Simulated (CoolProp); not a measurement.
Model: reference Helmholtz-energy equation of state, de Reuck 1990, in CoolProp.

For fluorine, give the phase and the cp (kJ/(kg K)) at 113 K and 1.4 bar; 113 K and 2.49 bar.


- 113 K and 1.4 bar: gas; cp 0.796
- 113 K and 2.49 bar: gas; cp 0.821
